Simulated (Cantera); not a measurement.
A closed system holds: 1 mol Si3N4, 57 mol HCl, held at 1375 K and 0.0165 Torr.

Equilibrium computed with Cantera from the NASA thermochemical tables; the gas is ideal and each condensed phase is pure. Candidate condensed phases: NH4Cl, Si, Si3N4; 28 gas species. The tables' values for SiCl3 are old estimates; treat these amounts as uncertain. Rates play no part.

Problem. What is the equilibrium state?

Solution. 
```
Quantity                             Result
--------------------------------  ---------
x(HCl)                                0.856
x(H2)                                0.0564
x(SiCl2)                             0.0444
x(N2)                                0.0340
x(SiCl3)                            0.00451
x(Cl)                               0.00218
x(SiCl4)                            0.00211
x(H)                               0.000173
x(SiHCl3)                           8.85e-6
gas amount                        58.81 mol
log10 activity of Si(s) (absent)      -2.93
```
